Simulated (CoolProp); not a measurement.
Vapour-liquid equilibrium of carbon dioxide (1) + sulfur dioxide (2) at 252.6 K; x and y are mole fractions of (1).

Model: multi-fluid Helmholtz-energy mixture model, Span 1996 and Gao 2016; pair parameters Bell 2016, in CoolProp.

Task: Give the bubble pressure and the first vapour's composition at x = 0.2, 0.5, 0.95. Is there an azeotrope?

Result: x = 0.2: 516.4 kPa, y = 0.893; x = 0.5: 1083 kPa, y = 0.960; x = 0.95: 1828 kPa, y = 0.995. No azeotrope shows between x = 0.05 and 0.95.

The pair parameters rest on a limited set of measurements; away from them the model extrapolates. The gap from Raoult's law changes sign with composition, which may be real or a fault of the pair parameters; it wasn't checked against measurements.
